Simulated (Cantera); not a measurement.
# Ammonia decomposition in nitride growth gas

An isothermal, constant-pressure homogeneous reactor starts with NH₃ : H₂ = 1 : 0.35 (molar parts), at 1575 K and 750 Torr.

Detailed kinetics in Cantera: the gas-phase N/H chemistry of the illustrative SiF4/NH3 mechanism in the Surface Chemkin manual (1991). Walls and surfaces, which speed up NH3 decomposition in real reactors, are not modelled.

```
t (s)     x NH₃   x H₂     x NH   x N₂H₄      x N₂    x NH₂   x N₂H₂
--------  -----  -----  -------  -------  --------  -------  -------
0.000700  0.741  0.259  2.79e-8  2.41e-8   4.98e-7  2.49e-5  4.57e-8
0.00127   0.741  0.259  7.57e-8  6.62e-8   3.31e-6  4.13e-5  1.33e-7
0.00231   0.741  0.259  1.44e-7  1.27e-7   1.63e-5  5.71e-5  2.67e-7
0.00420   0.740  0.259  1.74e-7  1.54e-7   5.23e-5  6.30e-5  3.30e-7
0.00764   0.740  0.260  1.76e-7  1.57e-7  0.000123  6.34e-5  3.35e-7
0.0139    0.740  0.260  1.76e-7  1.56e-7  0.000253  6.34e-5  3.35e-7
0.0252    0.739  0.260  1.76e-7  1.56e-7  0.000488  6.34e-5  3.34e-7
0.0458    0.737  0.262  1.76e-7  1.56e-7  0.000913  6.32e-5  3.32e-7
0.0833    0.735  0.263  1.76e-7  1.55e-7   0.00168  6.31e-5  3.30e-7
0.151     0.730  0.267  1.75e-7  1.53e-7   0.00307  6.27e-5  3.25e-7
0.275     0.721  0.273  1.74e-7  1.50e-7   0.00553  6.21e-5  3.17e-7
0.500     0.706  0.284  1.72e-7  1.45e-7   0.00987  6.11e-5  3.03e-7
0.908     0.680  0.302  1.69e-7  1.37e-7    0.0173  5.92e-5  2.80e-7
1.65      0.638  0.333  1.62e-7  1.23e-7    0.0295  5.62e-5  2.45e-7
3.00      0.573  0.379  1.52e-7  1.03e-7    0.0482  5.13e-5  1.96e-7
```
x: mole fraction; the columns are a selection and need not sum to one.

Equilibrium at this temperature and pressure: NH₃ 1.59e-5, H₂ 0.787, NH 6.53e-12, N₂H₄ <1e-12, N₂ 0.213, NH₂ 1.75e-9, N₂H₂ <1e-12 (gas phase only).
